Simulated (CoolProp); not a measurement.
Vapour-liquid equilibrium of CHF3 (R23) (1) + R152A (2) at 228.4 K; x and y are mole fractions of (1).

Model: multi-fluid Helmholtz-energy mixture model, Penoncello 2003 and Outcalt 1996; pair parameters Bell 2016, in CoolProp.

```tsv
x	bubble pressure (bar)	y at the bubble point	dew pressure at overall composition x (bar)	liquid density (mol/L)
0.05	0.5913	0.402	0.3854	16.09
0.125	0.9430	0.649	0.4163	16.31
0.2	1.312	0.766	0.4526	16.53
0.275	1.697	0.834	0.4957	16.74
0.35	2.095	0.877	0.5478	16.96
0.425	2.505	0.908	0.6122	17.17
0.5	2.925	0.930	0.6936	17.38
0.575	3.353	0.948	0.7999	17.58
0.65	3.787	0.961	0.9447	17.77
0.725	4.227	0.972	1.153	17.95
0.8	4.673	0.981	1.481	18.12
0.875	5.125	0.989	2.068	18.27
0.95	5.586	0.996	3.426	18.39
```

No azeotrope shows between x = 0.05 and 0.95.

The pair parameters rest on a limited set of measurements; away from them the model extrapolates.
